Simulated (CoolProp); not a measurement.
A single-stage vapour-compression cycle with R123: evaporating at 324.15 K (dew point), condensing at 387.15 K (bubble point), superheat 2 K, subcooling 5 K, compressor efficiency 0.6, no pressure losses. Each further row changes one setting.

Values from CoolProp's reference Helmholtz-energy equation of state, Younglove 1994. It is a modified Benedict-Webb-Rubin equation, recast in Helmholtz form.

```tsv
case	cooling COP	pressure ratio	discharge temperature (K)	refrigerating effect (kJ/kg)	volumetric capacity (kJ/m³)
as stated	2.27	4.84	397.7	97.5	1300
evaporating temperature 329.15 K	2.57	4.17	396.6	100	1540
condensing temperature 382.15 K	2.56	4.36	392.7	103	1370
subcooling 10 K	2.40	4.84	397.7	103	1370
superheat 12 K	2.32	4.84	408.4	105	1340
compressor efficiency 0.5	1.89	4.84	407.2	97.5	1300
```
